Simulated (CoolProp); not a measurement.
A Linde-Hampson liquefier for ethane: isothermal reversible compression at 320 K from 1 atm to 40 MPa, throttling to 1 atm, return gas leaving the recuperator 10 K below the feed. Each further row changes one setting.

Computed with CoolProp (reference Helmholtz-energy equation of state, Bücker 2006).

```tsv
case	liquid yield per pass	compression work (kJ/kg of gas)
as stated	(withheld)	414
high pressure 80 MPa	(withheld)	(withheld)
warm-end temperature 350 K	(withheld)	(withheld)
warm-end gap 15 K	(withheld)	414
```

### Question
Fill in the missing entries.

### Answer

- as stated, liquid yield per pass: 0.446
- high pressure 80 MPa, liquid yield per pass: 0.395
- high pressure 80 MPa, compression work (kJ/kg of gas): 499
- warm-end temperature 350 K, liquid yield per pass: 0.376
- warm-end temperature 350 K, compression work (kJ/kg of gas): 482
- warm-end gap 15 K, liquid yield per pass: 0.439
